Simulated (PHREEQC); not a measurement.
A solution holds 160 mmol/kgw Mn(NO3)2, at 20 °C. Closed to the air; pH follows from the charge balance.

Computed with PHREEQC (ion-association model, phreeqc.dat).

No solid was allowed to form.

Task: Predict the pH, activity of water, density.

Result: pH 6.06; activity of water 0.992; density 1.020 g/cm³.

Task: In which forms is Mn present?

Result: Mn+2 97 %, Mn(NO3)2 3.3 % of the Mn.
